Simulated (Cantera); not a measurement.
Input (Python, Cantera) and output of one run.

```python
import numpy as np
import cantera as ct

gas_names = """
    Ca F2
""".split()
cond_names = """
    CaF2(a) CaF2(b) CaF2(L)
""".split()


# ... load() reads the species with a 1 bar reference pressure and builds the phases ...
species = {s.name: s for s in load("nasa_gas.yaml", gas_names) + load("nasa_condensed.yaml", cond_names)}
# Each term lists the table entries of one substance; the one whose range holds T is used.
reactions = {
    'CaF2 = Ca(g) + F2(g)':
        [(-1, ['CaF2(a)', 'CaF2(b)', 'CaF2(L)']), (1, ['Ca']), (1, ['F2'])],
}


def pick(names, T):
    return next(species[n] for n in names if species[n].thermo.min_temp <= T <= species[n].thermo.max_temp)


results = []
for label, terms in reactions.items():
    print(label)
    print("     T/K   dH/kJ  dS/(J/K)   dG/kJ   log10 K")
    for T in [1625, 1725, 1825, 1925, 2025, 2125, 2225, 2325, 2425, 2525]:
        used = [(nu, pick(names, T)) for nu, names in terms]
        dH = sum(nu * s.thermo.h(T) for nu, s in used) / 1e6
        dS = sum(nu * s.thermo.s(T) for nu, s in used) / 1e3
        dG = dH - T * dS / 1e3
        logK = -dG * 1e6 / (ct.gas_constant * T * np.log(10))
        results.append((label, T, dH, dS, dG, logK, [s.name for _, s in used]))
        print(f"{T:8g} {dH:8.1f} {dS:8.1f} {dG:8.1f} {logK:8.2f}")
```

Output:

```
CaF2 = Ca(g) + F2(g)
     T/K   dH/kJ  dS/(J/K)   dG/kJ   log10 K
    1625   1352.5    235.9    969.1   -31.15
    1725   1317.1    214.9    946.3   -28.66
    1825   1313.0    212.7    924.9   -26.47
    1925   1309.0    210.5    903.8   -24.52
    2025   1305.0    208.5    882.8   -22.77
    2125   1301.0    206.5    862.1   -21.19
    2225   1297.0    204.7    841.5   -19.76
    2325   1293.0    202.9    821.2   -18.45
    2425   1289.0    201.3    800.9   -17.25
    2525   1285.1    199.7    780.9   -16.15
```

Standard-state values (1 bar) from the NASA 1993 polynomials, evaluated with Cantera. Condensed species are held in their standard states even where they would react or evaporate.
